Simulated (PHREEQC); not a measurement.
Consider water at 25 °C with 0.0012 mol NaHS, 0.015 mol HCl and 0.054 mol NiCl2 per kg of water. Closed to the air; pH follows from the charge balance.

Computed with PHREEQC (ion-association model, wateq4f.dat).

The ionic strength comes out as 0.165 mol/kgw. What activity coefficients do H+, Cl-, Ni+2, Na+, NiCl+ get?

H+ 0.81, Cl- 0.73, Ni+2 0.33, Na+ 0.75, NiCl+ 0.76.

Precipitation was switched off in this run. The solution is supersaturated, for example in Millerite, so a real one may precipitate; this is no full list. The polysulfide entries of wateq4f.dat were taken out for this run.
